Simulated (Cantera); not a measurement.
Cantera run, input and output.

```python
import numpy as np
import cantera as ct

gas = ct.Solution("gri30.yaml")
gas.TP = 300, 230000
flame = ct.CounterflowDiffusionFlame(gas, width=0.02)
flame.fuel_inlet.X, flame.fuel_inlet.T = {'CH4': 1}, 425
flame.oxidizer_inlet.X, flame.oxidizer_inlet.T = {'O2': 0.21, 'N2': 0.79}, 425
flame.set_refine_criteria(ratio=3, slope=0.12, curve=0.24, prune=0.03)
show = ['OH', 'H', 'NO', 'CO', 'C2H2']

rows = []
print(f"{'mdot':>8s}{'a_max':>10s}{'a_mean':>10s}{'Tmax/K':>9s}" + "".join(f"{s:>11s}" for s in show) + "   (peak mole fractions)")
for i, mdot in enumerate([0.57, 0.79, 1.1, 1.5, 2, 2.8, 3.8, 5.2, 7.1, 9.7]):  # kg/m2/s on the oxidiser side
    flame.oxidizer_inlet.mdot, flame.fuel_inlet.mdot = mdot, 0.83 * mdot
    flame.solve(loglevel=0, auto=(i == 0))
    if flame.T.max() < max(425, 425) + 100:
        print(f"{mdot:8.3g}  no burning solution found from the previous one")
        break
    dT = np.abs(np.gradient(flame.T, flame.grid))
    rows.append([flame.strain_rate("max"), flame.strain_rate("mean"), flame.T.max(),
                 *(flame.X[gas.species_index(s)].max() for s in show), max(dT[0], dT[-1]) / dT.max()])
    print(f"{mdot:8.3g}{rows[-1][0]:10.1f}{rows[-1][1]:10.1f}{rows[-1][2]:9.1f}" + "".join(f"{x:11.3e}" for x in rows[-1][3:-1]))
```

Result:

```
    mdot     a_max    a_mean   Tmax/K         OH          H         NO         CO       C2H2   (peak mole fractions)
    0.57     181.0      37.8   2171.9  6.683e-03  2.435e-03  2.870e-04  4.910e-02  1.492e-02
    0.79     242.4      52.4   2158.7  6.782e-03  2.567e-03  2.713e-04  4.812e-02  1.389e-02
     1.1     333.3      73.0   2146.5  6.875e-03  2.709e-03  2.535e-04  4.732e-02  1.283e-02
     1.5     448.4      99.6   2135.8  6.948e-03  2.845e-03  2.353e-04  4.690e-02  1.189e-02
       2     588.4     132.7   2124.3  6.960e-03  2.953e-03  2.151e-04  4.653e-02  1.099e-02
     2.8     803.4     185.8   2107.8  6.900e-03  3.055e-03  1.871e-04  4.615e-02  9.867e-03
     3.8    1066.7     252.2   2089.7  6.758e-03  3.113e-03  1.582e-04  4.588e-02  8.820e-03
     5.2    1429.5     345.1   2067.9  6.520e-03  3.136e-03  1.266e-04  4.581e-02  7.691e-03
     7.1    1892.8     471.2   2041.2  6.161e-03  3.092e-03  9.440e-05  4.595e-02  6.515e-03
     9.7    2486.3     643.8   2003.6  5.568e-03  2.914e-03  6.126e-05  4.621e-02  5.138e-03
```

Model: GRI-Mech 3.0 (53 species, 325 reactions), integrated in Cantera. GRI-Mech 3.0 has no aromatics or soot, which form on the fuel side of real flames. The maximum strain rate includes the flame's own expansion and is several times the mean.
